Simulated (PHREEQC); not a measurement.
A solution holds 0.0087 mol HF, 0.6 mol CsF and 0.0011 mol H2SO4 per kg of water, at 25 °C. It is in equilibrium with CO2 at log p = -3.4 (atm). Otherwise closed; pH follows from the charge balance.

All values are PHREEQC results (ion-association model, wateq4f.dat), not measurements.

No solid was allowed to form.

Question: Predict the pH.

Answer: pH 5.20.

Question: In which forms is C present?

Answer: CO2 90 %, HCO3- 10 % of the C.
